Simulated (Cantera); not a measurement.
A freely propagating, adiabatic, planar premixed flame of 7.81 % CH4, 1.25 % CO, 16.2 % O2, 74.7 % N2, equivalence ratio 1.0, unburnt at 500 K and 0.230 bar; mixture-averaged transport, grid criteria slope 0.08 and curve 0.16, no radiation.

Detailed kinetics in Cantera: GRI-Mech 3.0 (53 species, 325 reactions). Burning velocities carry a grid error of a few per cent, more on coarse grids.

x: mole fraction of selected species; z is measured from the peak of heat release.

| z (mm) | T (K) | u (m/s) | x CH4 | x CO | x O2 | x H | x HCO | x HCN |
|---|---|---|---|---|---|---|---|---|
| -4.57 | 500 | 0.993 | 0.0780 | 0.0125 | 0.162 | <1e-8 | <1e-8 | <1e-8 |
| -3.05 | 501 | 0.995 | 0.0779 | 0.0125 | 0.162 | <1e-8 | <1e-8 | <1e-8 |
| -2.28 | 504 | 1.00 | 0.0775 | 0.0125 | 0.162 | 3.81e-8 | <1e-8 | <1e-8 |
| -1.52 | 538 | 1.08 | 0.0753 | 0.0131 | 0.159 | 4.40e-6 | <1e-8 | 1.17e-8 |
| -0.761 | 850 | 1.72 | 0.0571 | 0.0219 | 0.137 | 0.000294 | (withheld) | 2.65e-7 |
| -0.381 | 1224 | 2.51 | 0.0325 | 0.0366 | 0.102 | 0.00131 | (withheld) | 8.37e-7 |
| 0 | 1581 | 3.26 | 0.00813 | 0.0519 | 0.0603 | 0.00445 | (withheld) | 1.83e-6 |
| 0.381 | 1721 | 3.55 | 0.000676 | 0.0503 | 0.0353 | 0.00851 | (withheld) | 1.60e-6 |
| 0.761 | 1753 | 3.61 | 2.99e-5 | 0.0419 | 0.0263 | 0.0108 | (withheld) | 6.95e-7 |
| 1.52 | 1783 | 3.65 | 9.57e-8 | 0.0322 | 0.0215 | 0.0118 | (withheld) | 1.07e-7 |
| 3.05 | 1820 | 3.71 | <1e-8 | 0.0268 | 0.0193 | 0.0111 | (withheld) | <1e-8 |
| 6.09 | 1869 | 3.80 | <1e-8 | 0.0250 | 0.0176 | 0.00893 | (withheld) | <1e-8 |
| 12.2 | 1931 | 3.91 | <1e-8 | 0.0231 | 0.0156 | 0.00632 | <1e-8 | <1e-8 |

Question: Complete the blanks.

Answer: 
- -0.761, x HCO: 4.26e-7
- -0.381, x HCO: 1.28e-5
- 0, x HCO: 5.82e-5
- 0.381, x HCO: 1.79e-5
- 0.761, x HCO: 1.11e-6
- 1.52, x HCO: 3.06e-8
- 3.05, x HCO: 2.01e-8
- 6.09, x HCO: 1.48e-8
